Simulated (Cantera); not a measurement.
Charge: 1 mol CaO, 0.62 mol F2, at 2.30 Pa.

These are equilibrium values from Cantera (NASA tables, ideal gas, pure condensed phases), not measurements of a reactor. Candidate condensed phases: Ca, CaF2, CaO; 13 gas species. Mutual solubility and eutectic melting of coexisting phases are not modelled. The numbers say what is thermodynamically allowed, not how fast it happens. All values below are at 927 °C.

Base state: O2 1.000, CaF2 2.55e-5 (mole fractions); condensed: CaF2(s) + CaO(s).

What changes in the equilibrium state with this change: 0.0039 mol HF added?


```
species        before    after
------------  -------  -------
O2              1.000    0.989
HF                  0  0.00884
H2O                 0  0.00180
CaF2          2.55e-5  2.55e-5
CaF2(s), mol    0.620    0.621
CaO(s), mol     0.380    0.379
```
Further candidate phases: Ca(OH)2, H2O.
